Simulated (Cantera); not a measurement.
SiH2Cl2 + C2H4 + H2 (silicon carbide growth)

Charge: 1 mol SiH2Cl2, 0.01 mol C2H4, a varied amount of H2, at 1848.15 K and 750 Torr.

Cantera equilibrium calculation (NASA polynomials, part measured and part estimated; ideal gas, pure solids and liquids). Candidate condensed phases: C, C6H6, C7H8, C8H18, Si, SiC; 109 gas species. Mutual solubility and eutectic melting of coexisting phases are not modelled. The tables' values for SiCl3, SiCl are old estimates; treat these amounts as uncertain. Gases not in the tables: Si2H6 and higher silanes. Kinetics and transport are ignored.

From 6.9 mol H2 to 27 mol H2 the condensed part is Si(l) + SiC(s). The main Si-bearing gas is SiCl2 throughout. The share of Si in condensed phases is highest at 27 mol H2 (75.2 %) and lowest at 6.9 mol H2 (53.9 %).

| n(H2) (mol) | x H2 | x HCl | x SiCl2 | x SiCl3 | x H | x SiHCl3 | x SiCl4 | n Si(l) | n SiC(s) |
|---|---|---|---|---|---|---|---|---|---|
| 6.9 | 0.830 | 0.118 | 0.0484 | 0.00257 | 0.000484 | 0.000400 | 0.000201 | 0.519 | 0.0199 |
| 8.6 | 0.853 | 0.106 | 0.0379 | 0.00178 | 0.000490 | 0.000281 | 0.000124 | 0.552 | 0.0198 |
| 11 | 0.877 | 0.0926 | 0.0283 | 0.00115 | 0.000497 | 0.000184 | 6.89e-5 | 0.591 | 0.0198 |
| 14 | 0.897 | 0.0803 | 0.0208 | 0.000726 | 0.000503 | 0.000117 | 3.73e-5 | 0.630 | 0.0197 |
| 17 | 0.912 | 0.0711 | 0.0161 | 0.000491 | 0.000507 | 8.01e-5 | 2.22e-5 | 0.661 | 0.0197 |
| 22 | 0.928 | 0.0598 | 0.0112 | 0.000284 | 0.000511 | 4.68e-5 | 1.07e-5 | 0.701 | 0.0196 |
| 27 | 0.939 | 0.0517 | 0.00823 | 0.000180 | 0.000514 | 2.99e-5 | 5.84e-6 | 0.732 | 0.0195 |
x: gas mole fraction; n: condensed amount in mol.
